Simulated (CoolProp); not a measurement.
Saturation properties of nitrous oxide.

Model: reference Helmholtz-energy equation of state, Lemmon 2006, in CoolProp. It is a short technical equation, of lower accuracy than the large ones.

```
T (°C)  p (bar)  liquid density (kg/m³)  vapour density (kg/m³)
------  -------  ----------------------  ----------------------
-80.95    1.556                    1208                   4.445
-75.25    2.102                    1191                   5.882
-69.45    2.799                    1173                   7.688
-63.75    3.644                    1155                   9.852
-58.05    4.671                    1136                   12.46
-52.25    5.926                    1117                   15.62
-46.55    7.390                    1098                   19.31
-40.85    9.108                    1078                   23.65
```

It boils at -88.5 °C under 1 atm.
